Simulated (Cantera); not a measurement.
What does this Cantera script print?

```python
import numpy as np
import cantera as ct

gas_names = """
    C CN CO CO2 C2 CCN CNC C2N2 C2O C3 C3O2 C4 C4N2 C5 N NCO NO NO2 NO3 N2 N2O O O2 O3 Pb PbO Pb2
""".split()
cond_names = """
    C(gr) Pb(cr) Pb(L) PbO(rd) PbO(yw) PbO(L) PbO2(s) Pb3O4(s)
""".split()


# ... load() reads the species with a 1 bar reference pressure and builds the phases ...
atoms = {
    'PbO': {'Pb': 1, 'O': 1},
    'CO': {'C': 1, 'O': 1},
    'N2': {'N': 2},
}
top_T = {'C(gr)': 4500, 'Pb3O4(s)': 820}  # K; cautious upper limits of use, not melting points


# ... equilibrate(T, P, feed) seeds the gas with the atoms and calls Mixture.equilibrate('TP', solver="vcs", rtol=1e-11, max_steps=5000) ...
results = []
T = 1323  # K
P = 330000  # Pa
for m in [0.54, 0.9, 1.3, 1.6, 2, 2.3, 2.7]:
    feed = {'PbO': 1, 'CO': m, 'N2': 51}  # mol
    mix = equilibrate(T, P, feed)
    results.append((T, P, feed, dict(zip(mix.species_names, mix.species_moles))))

top = {s: max(r[3][s] / sum(r[3][g] for g in gas_names) for r in results) for s in gas_names}
cols = sorted((s for s in top if top[s] > 0.001), key=lambda s: -top[s])[:7]
seen = [c for c in cond_names if any(r[3].get(c, 0) > 1e-12 for r in results)]
print("log10 of partial pressures in bar; condensed amounts in mol")
print(f"{'n(CO)':>10s}" + "".join(f"{s[:9]:>10s}" for s in cols + seen))
for T, P, feed, n in results:
    ng = sum(n[g] for g in gas_names)
    print(f"{feed['CO']:10.4g}" + "".join(f"{np.log10(max(n[s] / ng * P / 1e5, 1e-99)):10.3f}" for s in cols)
          + "".join(f"{n.get(c, 0):10.4g}" for c in seen))
```

It prints:

```
log10 of partial pressures in bar; condensed amounts in mol
     n(CO)        N2        CO       CO2        Pb     Pb(L)    PbO(L)
      0.54     0.513    -4.465    -1.462    -2.454    0.4845    0.4501
       0.9     0.510    -4.246    -1.243    -2.454    0.8437   0.09037
       1.3     0.507    -1.723    -1.200    -2.454    0.9442         0
       1.6     0.505    -1.425    -1.203    -2.454    0.9439         0
         2     0.501    -1.206    -1.206    -2.454    0.9434         0
       2.3     0.499    -1.095    -1.209    -2.454    0.9431         0
       2.7     0.496    -0.981    -1.212    -2.454    0.9427         0
```

Equilibrium computed with Cantera from the NASA thermochemical tables; the gas is ideal and each condensed phase is pure. Each liquid is taken as pure. Mutual solubility and eutectic melting of coexisting phases are not modelled. Gases not in the tables: (PbO)n polymers.
